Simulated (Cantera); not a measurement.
## Ignition delay

Mixture: CH4 : O2 : N2 : CO2 = 1 : 2.35 : 13.9 : 1.1 (molar parts), at 1.20 bar, adiabatic and at constant pressure. Ignition delay is the time to a rise of 400 K.

Detailed kinetics in Cantera: GRI-Mech 3.0 (53 species, 325 reactions).

```tsv
T0 (K)	delay (ms)
1025	900
1075	398
1125	183
1175	87.6
1225	43.3
1275	22.1
1325	11.6
1375	6.30
1425	3.51
```

```yaml
apparent activation energy between 1325 and 1425 K: 190 kJ/mol
```
